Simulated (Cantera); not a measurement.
A closed system holds: 1 mol SiO2, 1.1 mol HF, 10 mol H2, equilibrated at 775 °C and 7.90 Pa.

Method: chemical equilibrium by Gibbs-energy minimisation in Cantera with the NASA 1993 tables (ideal gas, pure condensed phases). Candidate condensed phases: H2O, Si, SiO2; 38 gas species. Kinetics and transport are ignored.

What is the equilibrium state?


```
Property                             Result
--------------------------------  ---------
x(H2)                                 0.902
x(HF)                                0.0930
x(H2O)                              0.00310
x(SiF4)                             0.00155
n(SiO2(β-quartz))                 0.983 mol
gas amount                        11.08 mol
log10 activity of Si(s) (absent)     -12.12
```
